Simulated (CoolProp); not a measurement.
Vapour pressure (kPa) of CHF3 (R23): the reference equation beside estimates from Tc = 299.3 K, pc = 4832 kPa, ω = 0.263.

Values from CoolProp's reference Helmholtz-energy equation of state, Penoncello 2003.

| T (K) | reference | van der Waals | Redlich-Kwong | Soave-Redlich-Kwong | Peng-Robinson |
|---|---|---|---|---|---|
| 149.6 | 4.130 | ? | 10.86 | 3.869 | 4.180 |
| 153.3 | 5.968 | 157.8 | 15.15 | 5.624 | 6.021 |
| 157 | 8.453 | 184.5 | 20.71 | 8.009 | 8.503 |
| 160.6 | 11.65 | 213.4 | 27.59 | ? | 11.69 |
| 164.3 | 15.92 | 246.3 | 36.45 | 15.24 | 15.95 |
| 168 | 21.41 | 282.6 | 47.41 | 20.59 | 21.41 |
| 171.6 | 28.17 | 321.3 | 60.39 | 27.21 | 28.13 |
| 175.3 | 36.83 | 364.7 | 76.46 | 35.73 | 36.74 |
| 179 | 47.54 | ? | 95.65 | 46.30 | 47.38 |
| 182.7 | 60.62 | 463.3 | 118.3 | 59.27 | 60.39 |

Question: Complete the blanks.

Answer: 
- 149.6, van der Waals: 134.0
- 160.6, Soave-Redlich-Kwong: 11.09
- 179, van der Waals: 412.0

Absolute difference from the reference over all 10 rows, mean and median: van der Waals 1553.2 and 1333.5 %, Redlich-Kwong 126.7 and 125.2 %, Soave-Redlich-Kwong 4.1 and 4.1 %, Peng-Robinson 0.4 and 0.3 %.
